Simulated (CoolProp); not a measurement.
Saturation properties of normal hydrogen (Tc = 33.1 K, pc = 1.296 MPa, ω = -0.219).

The numbers come from the reference Helmholtz-energy equation of state, Leachman 2009 in CoolProp.

```csv
T (K),p (MPa),liquid viscosity (µPa s),liquid conductivity (mW/(m K))
20.3,0.09928,13.6,104
21.2,0.1285,12.6,104
22,0.1591,11.8,104
22.9,0.1995,11.1,103
23.8,0.2466,10.3,103
24.7,0.3011,9.67,103
25.6,0.3635,9.05,102
26.5,0.4345,8.47,101
27.3,0.5053,7.97,99.8
28.2,0.5942,7.44,98.4
29.1,0.6936,6.91,96.7
30,0.8043,6.38,94.6
30.9,0.9272,5.82,92.3
31.8,1.063,5.19,90.0
32.6,1.197,4.47,91.7
```

It boils at 20.4 K under 1 atm.

Viscosity comes from a separate model (Muzny 2013). Thermal conductivity comes from a separate model (Assael 2011).
